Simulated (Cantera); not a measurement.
Feed: 1 mol Si3N4, a varied amount of HF, at 77.0 mbar.

Method: chemical equilibrium by Gibbs-energy minimisation in Cantera with the NASA 1993 tables (ideal gas, pure condensed phases). Candidate condensed phases: Si, Si3N4; 37 gas species. The tables' values for SiF2, SiF3 are old estimates. Rates play no part.

**Question.** What condenses at these points (T in K, n(HF) in mol): (1973, 21); (1923, 7.3); (1873, 7.3); (1823, 11); (1723, 39); (1573, 11)?

**Answer.** 
| T (K) | n(HF) in mol | condensed phases | Si condensed (%) |
|---|---|---|---|
| 1973 | 21 | gas only | 0.0 |
| 1923 | 7.3 | Si | 15.0 |
| 1873 | 7.3 | Si | 17.8 |
| 1823 | 11 | gas only | 0.0 |
| 1723 | 39 | gas only | 0.0 |
| 1573 | 11 | Si3N4 | 4.4 |
